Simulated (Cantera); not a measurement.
**Catalytic combustion on Pt**

An isothermal plug-flow reactor at 1200 K and 2850 Torr (inlet), inlet velocity 1.6 m/s, active area per volume 690 1/m; feed 0.533 % CH₄, 18.5 % O₂, 81.0 % N₂, equivalence ratio 0.058.

Model: Deutschmann's 1995 Pt surface mechanism with GRI-Mech 3.0 gas chemistry, integrated in Cantera. Catalytic surfaces can have several steady states; this one follows from the mechanism file's or the stated starting coverage. Mass transfer to the wall is taken as infinitely fast.

```csv
z (m),x CH₄,x O₂,x H₂O,x CO₂,x CO,θ free Pt,θ O*,θ OH*
3.2e-05,0.00532,0.185,2.67e-5,1.17e-5,1.68e-6,0.289,0.711,0.000247
5.6e-05,0.00531,0.185,4.68e-5,2.08e-5,2.56e-6,0.289,0.711,0.000265
0.0001,0.00529,0.184,8.34e-5,3.80e-5,3.62e-6,0.289,0.711,0.000297
0.00018,0.00526,0.184,0.000150,7.02e-5,4.52e-6,0.289,0.711,0.000347
0.00032,0.00520,0.184,0.000265,0.000127,4.91e-6,0.289,0.711,0.000419
0.00056,0.00510,0.184,0.000461,0.000224,4.91e-6,0.289,0.711,0.000519
0.001,0.00492,0.184,0.000812,0.000397,4.77e-6,0.289,0.710,0.000662
0.0018,0.00460,0.183,0.00143,0.000697,4.59e-6,0.289,0.710,0.000857
0.0032,0.00406,0.182,0.00244,0.00118,4.61e-6,0.289,0.710,0.00110
```
x: gas mole fraction; θ: surface coverage.
